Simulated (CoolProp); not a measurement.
Aqueous potassium carbonate as a coolant, at 4 °C, 1 atm.

Model: Melinder's fits for secondary coolants, in CoolProp.

```tsv
mass %	freezing point (°C)	conductivity (W/(m K))	density (kg/m³)	viscosity (mPa s)	Prandtl number
4.2	-1.4	0.567	1040	1.69	11.7
8.5	-3.0	0.564	___	1.84	12.2
12.7	-4.8	0.559	1122	2.03	12.9
16.9	-6.9	0.555	1165	2.27	13.9
21.2	-9.6	___	1209	2.60	___
25.4	___	___	1255	3.06	17.2
29.7	-18.2	0.543	1303	3.72	___
33.9	-24.7	0.538	1351	4.67	24.5
```

**Question.** Some entries are withheld; supply them.

**Answer.** 
- 8.5, density (kg/m³): 1081
- 21.2, conductivity (W/(m K)): 0.551
- 21.2, Prandtl number: 15.3
- 25.4, freezing point (°C): -13.2
- 25.4, conductivity (W/(m K)): 0.547
- 29.7, Prandtl number: 20.2
